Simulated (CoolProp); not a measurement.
Vapour-liquid equilibrium of R227EA (1) + isobutane (2) at 4.89 bar; x and y are mole fractions of (1).

Values from CoolProp's multi-fluid Helmholtz-energy mixture model, Lemmon 2016 and Bücker 2006; pair parameters Bell 2016.

Problem. Give the bubble temperature and the first vapour's composition at x = 0.35, 0.85, 0.95. Is there an azeotrope?

Solution. x = 0.35: 294.3 K, y = 0.483; x = 0.85: 295.5 K, y = 0.762; x = 0.95: 298.4 K, y = 0.901. y crosses x between x = 0.55 and 0.65: the model has an azeotrope there.

The pair parameters rest on a limited set of measurements; away from them the model extrapolates.
